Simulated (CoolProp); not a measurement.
Properties of isobutene along the isobar 87 bar (Tc = 144.9 °C, pc = 40.16 bar, ω = 0.193).

Values from CoolProp's reference Helmholtz-energy equation of state, Lemmon 2005. It is a short technical equation, of lower accuracy than the large ones.

```csv
T (°C),phase,cp (kJ/(kg K)),cv (kJ/(kg K)),speed of sound (m/s),isothermal compressibility (1/MPa)
136.95,liquid,3.060,2.024,447.1,0.01696
150.95,supercritical,3.242,2.077,384.8,0.02531
164.85,supercritical,3.474,2.131,325.6,0.04016
178.85,supercritical,3.756,2.187,272.8,0.06728
192.85,supercritical,3.985,2.240,234.2,0.1088
206.85,supercritical,3.953,2.279,215.6,0.1469
220.85,supercritical,3.695,2.306,213.3,0.1612
234.85,supercritical,3.438,2.331,218.9,0.1600
248.85,supercritical,3.258,2.357,227.1,0.1545
262.85,supercritical,3.142,2.386,236.0,0.1489
276.85,supercritical,3.069,2.416,244.7,0.1440
```
